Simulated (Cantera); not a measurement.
An adiabatic, constant-pressure homogeneous reactor starts with CO : H2 : CH4 : O2 : N2 : H2O = 1 : 0.063 : 0.08 : 0.532 : 2 : 0.54 (molar parts), equivalence ratio 1.3, at 1773 K and 165 Torr. Integrator tolerance rtol = 1e-08.

Cantera simulation using GRI-Mech 3.0 (53 species, 325 reactions); the numbers are that mechanism's predictions, not measurements.

What does this change do: CO 1 to 0.41 parts?


```
quantity                                                              before                                      after
---------------------------------  -----------------------------------------  -----------------------------------------
time of steepest temperature rise                                   0.154 ms                                   0.164 ms
temperature at 0.700 s                                                2627 K                                     2533 K
equilibrium temperature                                               2627 K                                     2533 K
x(CO) at 0.700 s                         0.129 (gas-phase equilibrium 0.129)      0.0405 (gas-phase equilibrium 0.0405)
x(H2) at 0.700 s                       0.0214 (gas-phase equilibrium 0.0214)      0.0124 (gas-phase equilibrium 0.0124)
x(CH4) at 0.700 s                      <1e-12 (gas-phase equilibrium <1e-12)      <1e-12 (gas-phase equilibrium <1e-12)
x(HO2) at 0.700 s                    3.34e-6 (gas-phase equilibrium 3.34e-6)    5.10e-6 (gas-phase equilibrium 5.10e-6)
x(HCN) at 0.700 s                  8.65e-10 (gas-phase equilibrium 8.65e-10)  1.02e-10 (gas-phase equilibrium 1.02e-10)
```

What does this change do: pressure from 165 Torr to 7500 Torr?


```tsv
quantity	before	after
time of steepest temperature rise	0.154 ms	5.25 µs
temperature at 0.700 s	2627 K	2926 K
equilibrium temperature	2627 K	2926 K
x(CO) at 0.700 s	0.129 (gas-phase equilibrium 0.129)	0.110 (gas-phase equilibrium 0.110)
x(H2) at 0.700 s	0.0214 (gas-phase equilibrium 0.0214)	0.0156 (gas-phase equilibrium 0.0156)
x(CH4) at 0.700 s	<1e-12 (gas-phase equilibrium <1e-12)	<1e-12 (gas-phase equilibrium <1e-12)
x(HO2) at 0.700 s	3.34e-6 (gas-phase equilibrium 3.34e-6)	1.09e-5 (gas-phase equilibrium 1.09e-5)
x(HCN) at 0.700 s	8.65e-10 (gas-phase equilibrium 8.65e-10)	1.89e-8 (gas-phase equilibrium 1.89e-8)
```

What does this change do: H2O 0.54 to 0.87 parts?


```tsv
quantity	before	after
time of steepest temperature rise	0.154 ms	0.162 ms
temperature at 0.700 s	2627 K	2582 K
equilibrium temperature	2627 K	2582 K
x(CO) at 0.700 s	0.129 (gas-phase equilibrium 0.129)	0.110 (gas-phase equilibrium 0.110)
x(H2) at 0.700 s	0.0214 (gas-phase equilibrium 0.0214)	0.0258 (gas-phase equilibrium 0.0258)
x(CH4) at 0.700 s	<1e-12 (gas-phase equilibrium <1e-12)	<1e-12 (gas-phase equilibrium <1e-12)
x(HO2) at 0.700 s	3.34e-6 (gas-phase equilibrium 3.34e-6)	3.20e-6 (gas-phase equilibrium 3.20e-6)
x(HCN) at 0.700 s	8.65e-10 (gas-phase equilibrium 8.65e-10)	6.80e-10 (gas-phase equilibrium 6.80e-10)
```
